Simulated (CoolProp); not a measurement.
Propane at 293.15 K and 0.318 MPa is throttled through a valve to 0.186 MPa with no heat exchange. Each further row changes one setting.

Model: reference Helmholtz-energy equation of state, Lemmon 2009, in CoolProp.

```tsv
case	temperature change (K)	final density (kg/m³)
as stated	…	…
outlet pressure 0.0558 MPa	-4.9	1.04
outlet pressure 0.242 MPa	…	4.59
```

Some entries are withheld; supply them.


- as stated, temperature change (K): -2.5
- as stated, final density (kg/m³): 3.51
- outlet pressure 0.242 MPa, temperature change (K): -1.4
